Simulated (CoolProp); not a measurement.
Properties of R152A along the isotherm 32.55 °C.

Model: reference Helmholtz-energy equation of state, Outcalt 1996, in CoolProp. It is a modified Benedict-Webb-Rubin equation, recast in Helmholtz form.

| p (bar) | phase | density (kg/m³) | cp (kJ/(kg K)) | cv (kJ/(kg K)) | Joule-Thomson coefficient (K/MPa) | viscosity (µPa s) | fugacity coefficient |
|---|---|---|---|---|---|---|---|
| 12.5 | liquid | 882.1 | 1.832 | 1.150 | -0.03999 | ? | 0.5182 |
| 25.1 | liquid | 887.2 | 1.815 | 1.150 | -0.06331 | 153 | 0.2678 |
| 37.6 | liquid | 892.0 | 1.800 | 1.150 | -0.08387 | 156 | 0.1854 |
| 50.2 | liquid | 896.7 | 1.787 | 1.150 | -0.1025 | 160 | 0.1441 |
| 62.7 | liquid | ? | 1.774 | 1.150 | -0.1191 | 163 | 0.1196 |
| 75.3 | liquid | 905.3 | ? | 1.150 | -0.1344 | ? | 0.1033 |
| 87.8 | liquid | 909.3 | ? | 1.150 | -0.1482 | 169 | 0.09179 |
| 100 | liquid | 913.1 | 1.744 | 1.150 | -0.1606 | 173 | 0.08344 |
| 113 | liquid | 917.0 | 1.736 | 1.150 | ? | ? | 0.07662 |

Question: Some entries are withheld; supply them.

Answer: 
- 12.5, viscosity (µPa s): 149
- 62.7, density (kg/m³): 901.0
- 75.3, cp (kJ/(kg K)): 1.763
- 75.3, viscosity (µPa s): 166
- 87.8, cp (kJ/(kg K)): 1.753
- 113, Joule-Thomson coefficient (K/MPa): -0.1727
- 113, viscosity (µPa s): 176

Viscosity comes from a separate model (Bell 2016), an estimate that may be off by 10 % or more.
